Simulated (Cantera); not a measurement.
An isothermal, constant-pressure homogeneous reactor starts with 2.91 % C2H4, 93.0 % H2, 4.07 % H2O, at 1048 K and 89000 Pa.

Model: GRI-Mech 3.0 (53 species, 325 reactions), integrated in Cantera. GRI-Mech 3.0 was tuned for natural gas; its chemistry of ethylene as a main component is partial and can be far from experiment. GRI-Mech 3.0 stops at C3 and has no aromatics, soot or wall deposition, so with more carbon than oxygen in the feed, carbon stays in small species such as C2H2 where larger ones or solid carbon would form.

Task: Predict: x(C2H4) at 100 s; x(H2) at 100 s; x(CH3) at 100 s; x(C2H2) at 100 s.

Result: 
```
Quantity                                           Result
----------------  ---------------------------------------
x(C2H4) at 100 s  0.00225 (gas-phase equilibrium 1.80e-7)
x(H2) at 100 s        0.903 (gas-phase equilibrium 0.936)
x(CH3) at 100 s   1.33e-7 (gas-phase equilibrium 3.86e-9)
x(C2H2) at 100 s  1.57e-5 (gas-phase equilibrium 1.18e-9)
```
